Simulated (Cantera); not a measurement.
Input: 1 mol B₂O₃, 0.17 mol O₂, 49 mol H₂, 1.1 mol N₂, held at 0.00133 bar.

Equilibrium computed with Cantera from the NASA thermochemical tables; the gas is ideal and each condensed phase is pure. Candidate condensed phases: B, BN, B₂O₃, B₃O₃H₃, H₂O; 39 gas species. Kinetics and transport are ignored.

At 1352 °C, list the 7 most abundant gas species with their mole fractions, and the condensed phases.

H₂ 0.942, N₂ 0.0215, HBO₂ 0.0174, HBO 0.00775, B₂O₃ 0.00648, H₂O 0.00236, H 0.00188. Condensed: gas only.
